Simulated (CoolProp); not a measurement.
Vapour-liquid equilibrium of propane (1) + R113 (2) at 242 K; x and y are mole fractions of (1).

Values from CoolProp's multi-fluid Helmholtz-energy mixture model, Lemmon 2009 and Marx 1992; pair parameters Bell 2016.

### Question
Give the bubble pressure and the first vapour's composition at x = 0.55, 0.65, 0.95. Is there an azeotrope?

### Answer
x = 0.55: 0.09892 MPa, y = 0.985; x = 0.65: 0.1118 MPa, y = 0.989; x = 0.95: 0.1524 MPa, y = 0.998. No azeotrope shows between x = 0.05 and 0.95.

The pair parameters rest on a limited set of measurements; away from them the model extrapolates.
